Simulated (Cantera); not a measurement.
**Low-pressure radical oxidation in H2/O2**

An isothermal, constant-pressure homogeneous reactor starts with H2 : O2 : N2 = 0.12 : 1 : 0.54 (molar parts), at 1298 K and 0.00390 bar.

Computed with Cantera and GRI-Mech 3.0 (53 species, 325 reactions). Radical loss at walls, strong at low pressure, is not modelled. The temperature is held fixed by assumption; the heat of reaction is taken as removed at once.

```json
[
 {"t (s)": "1.00e-5", "x H2": "0.0723", "x O2": "0.602", "x HO2": "6.48e-10", "x H": "6.29e-10", "x H2O": "<1e-12", "x OH": "1.99e-11"},
 {"t (s)": "2.39e-5", "x H2": "0.0723", "x O2": "0.602", "x HO2": "1.55e-9", "x H": "1.45e-9", "x H2O": "6.63e-12", "x OH": "1.08e-10"},
 {"t (s)": "5.72e-5", "x H2": "0.0723", "x O2": "0.602", "x HO2": "3.71e-9", "x H": "3.21e-9", "x H2O": "8.34e-11", "x OH": "5.54e-10"},
 {"t (s)": "0.000137", "x H2": "0.0723", "x O2": "0.602", "x HO2": "8.87e-9", "x H": "6.95e-9", "x H2O": "9.55e-10", "x OH": "2.55e-9"},
 {"t (s)": "0.000327", "x H2": "0.0723", "x O2": "0.602", "x HO2": "2.12e-8", "x H": "1.74e-8", "x H2O": "1.01e-8", "x OH": "1.11e-8"},
 {"t (s)": "0.000782", "x H2": "0.0723", "x O2": "0.602", "x HO2": "5.07e-8", "x H": "8.22e-8", "x H2O": "1.24e-7", "x OH": "6.76e-8"},
 {"t (s)": "0.00187", "x H2": "0.0723", "x O2": "0.602", "x HO2": "1.22e-7", "x H": "2.17e-6", "x H2O": "4.68e-6", "x OH": "1.89e-6"},
 {"t (s)": "0.00447", "x H2": "0.0607", "x O2": "0.595", "x HO2": "5.60e-7", "x H": "0.00374", "x H2O": "0.00827", "x OH": "0.00297"},
 {"t (s)": "0.0107", "x H2": "0.00225", "x O2": "0.550", "x HO2": "7.63e-7", "x H": "0.0166", "x H2O": "0.0589", "x OH": "0.00580"},
 {"t (s)": "0.0256", "x H2": "0.00216", "x O2": "0.551", "x HO2": "7.61e-7", "x H": "0.0159", "x H2O": "0.0594", "x OH": "0.00570"},
 {"t (s)": "0.0612", "x H2": "0.00205", "x O2": "0.553", "x HO2": "7.59e-7", "x H": "0.0145", "x H2O": "0.0605", "x OH": "0.00557"},
 {"t (s)": "0.146", "x H2": "0.00181", "x O2": "0.558", "x HO2": "7.51e-7", "x H": "0.0117", "x H2O": "0.0627", "x OH": "0.00526"},
 {"t (s)": "0.350", "x H2": "0.00134", "x O2": "0.566", "x HO2": "7.18e-7", "x H": "0.00709", "x H2O": "0.0664", "x OH": "0.00456"},
 {"t (s)": "0.836", "x H2": "0.000688", "x O2": "0.577", "x HO2": "6.04e-7", "x H": "0.00246", "x H2O": "0.0708", "x OH": "0.00329"},
 {"t (s)": "2.00", "x H2": "0.000210", "x O2": "0.584", "x HO2": "3.71e-7", "x H": "0.000401", "x H2O": "0.0735", "x OH": "0.00183"}
]
```
x: mole fraction; the columns are a selection and need not sum to one.

Equilibrium at this temperature and pressure: H2 1.32e-7, O2 0.587, HO2 1.72e-8, H 6.28e-9, H2O 0.0750, OH 4.61e-5 (gas phase only).
